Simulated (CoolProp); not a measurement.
Properties of R123 along the isotherm 500 K (Tc = 456.8 K, pc = 3.662 MPa, ω = 0.282).

Model: reference Helmholtz-energy equation of state, Younglove 1994, in CoolProp. It is a modified Benedict-Webb-Rubin equation, recast in Helmholtz form.

| p (MPa) | phase | cv (kJ/(kg K)) | speed of sound (m/s) | Joule-Thomson coefficient (K/MPa) | isothermal compressibility (1/MPa) | viscosity (µPa s) | Prandtl number |
|---|---|---|---|---|---|---|---|
| 0.0174 | gas | 0.8125 | 170.1 | 7.889 | 57.54 | 17.2 | 0.721 |
| 0.0281 | gas | 0.8126 | 170.0 | 7.894 | 35.66 | 17.2 | 0.721 |
| 0.0453 | gas | 0.8128 | 169.9 | 7.902 | 22.14 | 17.2 | 0.721 |
| 0.0732 | gas | 0.8130 | 169.6 | 7.914 | 13.73 | 17.2 | 0.721 |
| 0.118 | gas | 0.8134 | 169.2 | 7.934 | 8.544 | 17.2 | 0.721 |
| 0.191 | gas | 0.8141 | 168.4 | 7.968 | 5.305 | 17.2 | 0.721 |
| 0.309 | gas | 0.8152 | 167.3 | 8.023 | 3.307 | 17.2 | 0.721 |
| 0.499 | gas | 0.8169 | 165.4 | 8.117 | 2.077 | 17.3 | 0.722 |
| 0.806 | gas | 0.8200 | 162.2 | 8.278 | 1.318 | 17.4 | 0.725 |
| 1.3 | gas | 0.8252 | 156.8 | 8.566 | 0.8536 | 17.6 | 0.734 |
| 2.1 | gas | 0.8351 | 147.6 | 9.114 | 0.5749 | 18.2 | 0.765 |
| 3.4 | gas | 0.8565 | 131.0 | 10.21 | 0.4285 | 20.5 | 0.894 |
| 5.49 | supercritical | 0.9075 | 108.0 | 10.39 | 0.4111 | 33.2 | 1.78 |

Viscosity comes from a separate model (Tanaka 1996). Thermal conductivity comes from a separate model (Laesecke 1996).
